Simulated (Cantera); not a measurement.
Input: 1 mol Cu2O, 0.4 mol C, 2.9 mol N2, held at 10000 Pa.

Method: chemical equilibrium by Gibbs-energy minimisation in Cantera with the NASA 1993 tables (ideal gas, pure condensed phases). Candidate condensed phases: C, Cu, CuO, Cu2O; 27 gas species. Kinetics and transport are ignored.

### Question
At 2398 K, list the 7 most abundant gas species with their mole fractions, and the condensed phases.

### Answer
N2 0.529, Cu 0.362, CO2 0.0513, O2 0.0239, CO 0.0220, NO 0.00527, O 0.00420. Condensed: gas only.
